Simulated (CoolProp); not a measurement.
Vapour-liquid equilibrium of R124 (1) + R142b (2) at 6.65 bar; x and y are mole fractions of (1).

The numbers come from the multi-fluid Helmholtz-energy mixture model, de Vries 1995 and Lemmon 2006; pair parameters Bell 2016 in CoolProp.

```csv
x,"bubble temperature, mixture model (K)","bubble temperature, Raoult's law (K)","y, mixture model","y, Raoult's law"
0.05,322.0,321.9,0.054,0.056
0.2,321.4,321.1,0.213,0.221
0.35,320.8,320.4,0.369,0.380
0.5,320.2,319.6,0.523,0.532
0.65,319.5,318.9,0.675,0.678
0.8,318.7,318.2,0.821,0.820
0.95,317.7,317.5,0.957,0.956
```

The largest gap from Raoult's law is +0.6 K in bubble temperature, at x = 0.65. No azeotrope shows between x = 0.05 and 0.95.

The pair parameters rest on a limited set of measurements; away from them the model extrapolates.
